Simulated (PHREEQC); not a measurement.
Consider water at 25 °C with 0.0095 mol/kgw HF and 0.006 mol/kgw NH3. Closed to the air; pH follows from the charge balance.

All values are PHREEQC results (ion-association model, wateq4f.dat), not measurements.

This is a speciation only: nothing precipitates in the calculation.

Estimate the pH.

pH 3.46.

In which forms is F present?

F- 66 %, HF 32 %, HF2- 1.5 % of the F.
